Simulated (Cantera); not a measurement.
Cantera run, input and output.

```python
import numpy as np
import cantera as ct

gas = ct.Solution("gri30.yaml")
gas.TPX = 473, 1000000, {'CH4': 1, 'O2': 1.82, 'N2': 7.45}
flame = ct.FreeFlame(gas, width=0.008)
flame.set_refine_criteria(ratio=3, slope=0.08, curve=0.16)
flame.transport_model = "unity-Lewis-number"
flame.solve(loglevel=0, auto=True)
z, T = flame.grid, flame.T
thick = (T[-1] - T[0]) / np.gradient(T, z).max()
show = ['CH4', 'O2', 'H2O', 'C2H6', 'CO2', 'OH']
print(f"laminar burning velocity  {flame.velocity[0] * 100:.3f} cm/s")
print(f"burnt temperature         {T[-1]:.1f} K")
print(f"thermal thickness         {thick * 1e3:.4f} mm")
print(f"grid points               {len(z)}")
z0 = z[flame.heat_release_rate.argmax()]
print(f"{'z/mm':>9s}{'T/K':>9s}{'u/(m/s)':>9s}" + "".join(f"{s:>11s}" for s in show))
rows = []
for k in (-3, -2, -1.5, -1, -0.5, -0.25, 0, 0.25, 0.5, 1, 2, 4, 8):
    zz = z0 + k * thick
    rows.append([k * thick, np.interp(zz, z, T), np.interp(zz, z, flame.velocity),
                 *(np.interp(zz, z, flame.X[gas.species_index(s)]) for s in show)])
    print(f"{rows[-1][0] * 1e3:9.3f}{rows[-1][1]:9.1f}{rows[-1][2]:9.3f}" + "".join(f"{x:11.3e}" for x in rows[-1][3:]))
```

Result:

```
laminar burning velocity  18.827 cm/s
burnt temperature         2257.4 K
thermal thickness         0.1163 mm
grid points               145
     z/mm      T/K  u/(m/s)        CH4         O2        H2O       C2H6        CO2         OH
   -0.349    475.6    0.189  9.722e-02  1.770e-01  2.466e-04  1.883e-06  7.312e-05  8.766e-12
   -0.233    486.9    0.194  9.659e-02  1.760e-01  1.299e-03  9.911e-06  3.851e-04  1.558e-10
   -0.174    524.2    0.209  9.449e-02  1.726e-01  4.790e-03  3.652e-05  1.420e-03  1.759e-09
   -0.116    695.1    0.278  8.457e-02  1.569e-01  2.131e-02  1.619e-04  6.323e-03  2.548e-08
   -0.058   1215.1    0.490  5.176e-02  1.047e-01  7.601e-02  5.493e-04  2.260e-02  1.313e-06
   -0.029   1627.8    0.662  2.459e-02  6.088e-02  1.218e-01  5.843e-04  3.653e-02  3.619e-05
    0.000   2025.0    0.830  2.554e-03  1.808e-02  1.640e-01  2.522e-05  5.256e-02  1.387e-03
    0.029   2159.8    0.882  2.358e-05  4.623e-03  1.737e-01  3.053e-09  6.359e-02  3.658e-03
    0.058   2201.8    0.896  3.215e-07  2.220e-03  1.758e-01  6.446e-13  6.771e-02  3.043e-03
    0.116   2233.2    0.907  1.383e-09  8.690e-04  1.779e-01  2.467e-17  7.018e-02  1.959e-03
    0.233   2250.1    0.912  7.357e-12  2.730e-04  1.792e-01  4.746e-20  7.129e-02  1.127e-03
    0.465   2256.3    0.914  1.934e-13  1.018e-04  1.797e-01  1.702e-22  7.164e-02  7.354e-04
    0.930   2257.6    0.915  1.681e-13  7.296e-05  1.798e-01  2.507e-25  7.171e-02  6.468e-04
```

Detailed kinetics in Cantera: GRI-Mech 3.0 (53 species, 325 reactions). Unity Lewis numbers drop preferential diffusion, which matters most where H2 and H carry the flame. Burning velocities carry a grid error of a few per cent, more on coarse grids.
